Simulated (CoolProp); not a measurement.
Properties of nitrogen along the isotherm -123.45 °C (Tc = -147.0 °C, pc = 3.396 MPa, ω = 0.037).

Computed with CoolProp (reference Helmholtz-energy equation of state, Span 2000).

| p (MPa) | phase | cp (kJ/(kg K)) | speed of sound (m/s) | expansivity (1/kK) | Prandtl number | fugacity coefficient |
|---|---|---|---|---|---|---|
| 0.106 | gas | 1.049 | 248.7 | 6.811 | 0.755 | 0.9939 |
| 0.212 | gas | 1.059 | 248.0 | 6.946 | 0.761 | 0.9878 |
| 0.318 | gas | 1.070 | 247.3 | 7.086 | 0.767 | 0.9817 |
| 0.424 | gas | 1.081 | 246.6 | 7.229 | 0.773 | 0.9756 |
| 0.531 | gas | 1.093 | 245.9 | 7.379 | 0.780 | ___ |
| 0.637 | gas | 1.105 | 245.2 | 7.533 | 0.786 | 0.9635 |
| 0.743 | gas | 1.117 | 244.6 | 7.692 | 0.792 | 0.9574 |
| 0.849 | gas | 1.130 | 243.9 | 7.856 | 0.799 | 0.9514 |
| 0.955 | gas | 1.143 | ___ | ___ | 0.805 | 0.9455 |
| 1.06 | gas | ___ | 242.5 | 8.200 | ___ | 0.9396 |
| 1.17 | gas | 1.171 | 241.8 | 8.389 | 0.819 | 0.9334 |
| 1.27 | gas | 1.185 | 241.2 | 8.566 | 0.825 | 0.9278 |
| 1.38 | gas | 1.201 | 240.5 | 8.769 | 0.833 | 0.9217 |
| 1.49 | gas | 1.217 | 239.8 | 8.979 | 0.840 | 0.9156 |
| 1.59 | gas | 1.233 | 239.2 | 9.178 | 0.848 | 0.9100 |
| 1.7 | gas | ___ | 238.5 | 9.404 | 0.856 | 0.9040 |

Question: Fill in the missing entries.

Answer: 
- 0.531, fugacity coefficient: 0.9695
- 0.955, speed of sound (m/s): 243.2
- 0.955, expansivity (1/kK): 8.026
- 1.06, cp (kJ/(kg K)): 1.156
- 1.06, Prandtl number: 0.812
- 1.7, cp (kJ/(kg K)): 1.250

Viscosity comes from a separate model (Lemmon 2004). Thermal conductivity comes from a separate model (Lemmon 2004).
